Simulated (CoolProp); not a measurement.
Vapour-liquid equilibrium of carbon dioxide (1) + R125 (2) at -41.35 °C; x and y are mole fractions of (1).

The numbers come from the multi-fluid Helmholtz-energy mixture model, Span 1996 and Lemmon 2005; pair parameters Bell 2016 in CoolProp.

Question: Give the bubble pressure and the first vapour's composition at x = 0.125, 0.5, 0.725. Is there an azeotrope?

Answer: x = 0.125: 2.741 bar, y = 0.533; x = 0.5: 6.057 bar, y = 0.855; x = 0.725: 7.609 bar, y = 0.923. No azeotrope shows between x = 0.05 and 0.95.

The pair parameters rest on a limited set of measurements; away from them the model extrapolates.
